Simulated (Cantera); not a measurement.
An isothermal, constant-pressure homogeneous reactor starts with C3H8 : H2 = 1 : 69 (molar parts), at 1925 K and 54.0 Pa. Integrator tolerance rtol = 1e-08.

Model: GRI-Mech 3.0 (53 species, 325 reactions), integrated in Cantera. GRI-Mech 3.0 was tuned for natural gas; its chemistry of propane as a main component is partial and can be far from experiment. GRI-Mech 3.0 stops at C3 and has no aromatics, soot or wall deposition, so with more carbon than oxygen in the feed, carbon stays in small species such as C2H2 where larger ones or solid carbon would form. Radical loss at walls, strong at low pressure, is not modelled.

**Question.** What does this change do: C3H8 1 to 8.2 parts?

**Answer.** 
```tsv
quantity	before	after
x(C3H8) at 40.0 s	<1e-12 (gas-phase equilibrium <1e-12)	<1e-12 (gas-phase equilibrium <1e-12)
x(H2) at 40.0 s	0.961 (gas-phase equilibrium 0.940)	0.850 (gas-phase equilibrium 0.843)
x(C2H) at 40.0 s	5.61e-6 (gas-phase equilibrium 1.23e-5)	6.15e-5 (gas-phase equilibrium 7.66e-5)
x(C2H6) at 40.0 s	1.24e-11 (gas-phase equilibrium <1e-12)	<1e-12 (gas-phase equilibrium <1e-12)
x(C2H4) at 40.0 s	2.55e-7 (gas-phase equilibrium 1.06e-7)	7.15e-7 (gas-phase equilibrium 5.59e-7)
x(H) at 40.0 s	0.0185 (gas-phase equilibrium 0.0402)	0.0307 (gas-phase equilibrium 0.0381)
```

**Question.** What does this change do: H2 69 to 18 parts?

**Answer.** 
```json
[
 {"quantity": "x(C3H8) at 40.0 s", "before": "<1e-12 (gas-phase equilibrium <1e-12)", "after": "<1e-12 (gas-phase equilibrium <1e-12)"},
 {"quantity": "x(H2) at 40.0 s", "before": "0.961 (gas-phase equilibrium 0.940)", "after": "0.906 (gas-phase equilibrium 0.894)"},
 {"quantity": "x(C2H) at 40.0 s", "before": "5.61e-6 (gas-phase equilibrium 1.23e-5)", "after": "2.80e-5 (gas-phase equilibrium 4.20e-5)"},
 {"quantity": "x(C2H6) at 40.0 s", "before": "1.24e-11 (gas-phase equilibrium <1e-12)", "after": "2.27e-12 (gas-phase equilibrium <1e-12)"},
 {"quantity": "x(C2H4) at 40.0 s", "before": "2.55e-7 (gas-phase equilibrium 1.06e-7)", "after": "5.27e-7 (gas-phase equilibrium 3.34e-7)"},
 {"quantity": "x(H) at 40.0 s", "before": "0.0185 (gas-phase equilibrium 0.0402)", "after": "0.0263 (gas-phase equilibrium 0.0392)"}
]
```
